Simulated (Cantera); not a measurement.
Feed: 1 mol CuO, 1.5 mol C, 4.9 mol N2, equilibrated at 2550 K and 48.0 Pa.

Cantera equilibrium calculation (NASA polynomials, part measured and part estimated; ideal gas, pure solids and liquids). Candidate condensed phases: C, Cu, CuO, Cu2O; 27 gas species. Kinetics and transport are ignored.

Base state: N2 0.703, CO 0.144, Cu 0.144, CN 0.00593, C3 0.00222, C 0.000680, C2 0.000206, C2N2 7.32e-5 (mole fractions); condensed: C(graphite).

Question: What changes in the equilibrium state with this change: temperature from 2550 K to 2498 K?

Answer: 
```tsv
species	before	after
N2	0.703	0.706
CO	0.144	0.144
Cu	0.144	0.144
CN	0.00593	0.00389
C3	0.00222	0.00100
C2	0.000206	9.25e-5
C	0.000680	0.000337
N	1.76e-5	1.10e-5
C2N2	7.32e-5	5.42e-5
C(graphite), mol	0.404	0.448
```
